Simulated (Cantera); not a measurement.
A perfectly stirred reactor is fed with CH4 : O2 : N2 = 1 : 1.33 : 5.01 (molar parts), equivalence ratio 1.5, at 10.0 bar; it is adiabatic with a 625 K inlet, and is followed from long to short residence time, starting on the burning branch (τ in s: 0.099, 0.032, 0.011, 0.0035, 0.0011, 0.00037, 0.00012, 3.9e-05, 1.3e-05, 4.2e-06).

Detailed kinetics in Cantera: GRI-Mech 3.0 (53 species, 325 reactions).

### Question
What does this change do: inlet temperature 625 to 700 K?

### Answer
| quantity | before | after |
|---|---|---|
| blow-out, bracketed by the residence times tried | burning at 0.120 ms, out at 39.0 µs | burning at 0.120 ms, out at 39.0 µs |
| x(CH4) at τ = 99.0 ms | 0.000242 | 0.000119 |
| x(O2) at τ = 99.0 ms | 2.50e-5 | 1.77e-5 |
| x(H2) at τ = 99.0 ms | 0.0788 | 0.0784 |
| x(CO) at τ = 99.0 ms | 0.0874 | 0.0882 |
| x(CH2O) at τ = 99.0 ms | 7.63e-7 | 5.39e-7 |
| x(CH4) at τ = 0.370 ms | 0.00666 | 0.00494 |
| x(O2) at τ = 0.370 ms | 0.00436 | 0.00314 |
| x(H2) at τ = 0.370 ms | 0.0564 | 0.0609 |
| x(CO) at τ = 0.370 ms | 0.0735 | 0.0773 |
| x(CH2O) at τ = 0.370 ms | 6.44e-5 | 5.26e-5 |

### Question
What does this change do: pressure from 10.0 bar to 1.00 bar?

### Answer
| quantity | before | after |
|---|---|---|
| blow-out, bracketed by the residence times tried | burning at 0.120 ms, out at 39.0 µs | burning at 0.370 ms, out at 0.120 ms |
| x(CH4) at τ = 99.0 ms | 0.000242 | 0.000106 |
| x(O2) at τ = 99.0 ms | 2.50e-5 | 6.81e-5 |
| x(H2) at τ = 99.0 ms | 0.0788 | 0.0788 |
| x(CO) at τ = 99.0 ms | 0.0874 | 0.0873 |
| x(CH2O) at τ = 99.0 ms | 7.63e-7 | 1.54e-6 |
| x(CH4) at τ = 0.370 ms | 0.00666 | 0.00331 |
| x(O2) at τ = 0.370 ms | 0.00436 | 0.00754 |
| x(H2) at τ = 0.370 ms | 0.0564 | 0.0687 |
| x(CO) at τ = 0.370 ms | 0.0735 | 0.0845 |
| x(CH2O) at τ = 0.370 ms | 6.44e-5 | 0.000119 |
